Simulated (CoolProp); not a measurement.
Values from CoolProp's reference Helmholtz-energy equation of state, Penoncello 2003.

Give the vapour pressure (MPa), liquid density (kg/m³), vapour Z, liquid viscosity (µPa s) of saturated CHF3 (R23) at -6.15 °C.


```csv
T (°C),p (MPa),liquid density (kg/m³),vapour Z,liquid viscosity (µPa s)
-6.15,2.10,1080,0.689,103
```

Viscosity comes from a separate model (Shan 2000).
